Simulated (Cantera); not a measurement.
A closed system holds: 1 mol Si, 0.66 mol HCl, 0.49 mol H₂, held at 113 Torr.

Method: chemical equilibrium by Gibbs-energy minimisation in Cantera with the NASA 1993 tables (ideal gas, pure condensed phases). Candidate condensed phases: Si; 19 gas species. The tables' values for SiCl₃ are old estimates; treat these amounts as uncertain. Equilibrium is a limit: real reactors are often held back by kinetics, nucleation or transport.

Task: At 725 K, list the 4 most abundant gas species with their mole fractions, and the condensed phases.

Result: H₂ 0.818, SiCl₄ 0.134, SiHCl₃ 0.0458, SiH₂Cl₂ 0.00109. Condensed: Si(s).
